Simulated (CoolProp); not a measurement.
Vapour-liquid equilibrium of sulfur hexafluoride (1) + R113 (2) at -23.65 °C; x and y are mole fractions of (1).

Computed with CoolProp (multi-fluid Helmholtz-energy mixture model, Guder 2009 and Marx 1992; pair parameters Bell 2016).

| x | bubble pressure (kPa) | y at the bubble point | dew pressure at overall composition x (kPa) | liquid density (mol/L) |
|---|---|---|---|---|
| 0.05 | … | 0.944 | 4.410 | … |
| 0.15 | 115.5 | 0.964 | 4.929 | … |
| 0.25 | 127.3 | 0.967 | … | 9.590 |
| 0.35 | 142.9 | 0.972 | 6.448 | 9.896 |
| 0.45 | 170.4 | 0.979 | 7.622 | 10.23 |
| 0.55 | 214.8 | 0.986 | 9.320 | 10.57 |
| 0.65 | 280.4 | 0.992 | 11.99 | 10.93 |
| 0.75 | 368.5 | 0.997 | 16.81 | … |
| 0.85 | 472.0 | 0.999 | 28.09 | 11.55 |
| 0.95 | 571.3 | … | … | 11.71 |

**Question.** Some entries are withheld; supply them.

**Answer.** 
- 0.05, bubble pressure (kPa): 75.18
- 0.05, liquid density (mol/L): 9.060
- 0.15, liquid density (mol/L): 9.310
- 0.25, dew pressure at overall composition x (kPa): 5.587
- 0.75, liquid density (mol/L): 11.27
- 0.95, y at the bubble point: 1.000
- 0.95, dew pressure at overall composition x (kPa): 84.89

No azeotrope shows between x = 0.05 and 0.95.

The pair parameters rest on a limited set of measurements; away from them the model extrapolates. The gap from Raoult's law changes sign with composition, which may be real or a fault of the pair parameters; it wasn't checked against measurements. With so large a gap from Raoult's law the liquid may split in two, which this calculation doesn't test in full.
